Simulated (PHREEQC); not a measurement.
A PHREEQC speciation (ion-association model, wateq4f.dat) at 67 °C gives pH 5.59 and these molalities:

```json
[
 {"species": "NiSO4", "mol/kgw": "0.121"},
 {"species": "Ni+2", "mol/kgw": "0.0981"},
 {"species": "SO4-2", "mol/kgw": "0.0977"},
 {"species": "Ni(SO4)2-2", "mol/kgw": "0.000404"},
 {"species": "NiOH+", "mol/kgw": "2.48e-5"}
]
```

### Question
What are the element totals, and what could have been dissolved in 1 kg of water to give them?

### Answer
This is not unique; one that fits is totals Ni 0.220, S(6) 0.220 mol/kgw, from 0.22 mol NiSO4 per kg of water.

No solid was allowed to form. Species that the database lacks are ignored. Away from 25 °C the constants follow the database's enthalpies or fits; those with neither stay at their 25 °C values.
